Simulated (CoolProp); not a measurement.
Vapour-liquid equilibrium of isohexane (1) + n-heptane (2) at 49.45 °C; x and y are mole fractions of (1).

Values from CoolProp's multi-fluid Helmholtz-energy mixture model, Lemmon 2006 and Span 2003; pair parameters Bell 2016.

```csv
x,bubble pressure (kPa),y at the bubble point,dew pressure at overall composition x (kPa),liquid density (mol/L)
0.05,21.10,0.167,19.18,6.604
0.15,26.31,0.399,20.80,6.669
0.25,31.46,0.554,22.71,6.735
0.35,36.60,0.665,25.01,6.802
0.45,41.76,0.750,27.82,6.870
0.55,46.96,0.818,31.31,6.939
0.65,52.22,0.872,35.79,7.009
0.75,57.53,0.917,41.73,7.080
0.85,62.88,0.954,49.97,7.151
0.95,68.27,0.986,62.23,7.223
```

No azeotrope shows between x = 0.05 and 0.95.

The pair parameters rest on a limited set of measurements; away from them the model extrapolates.
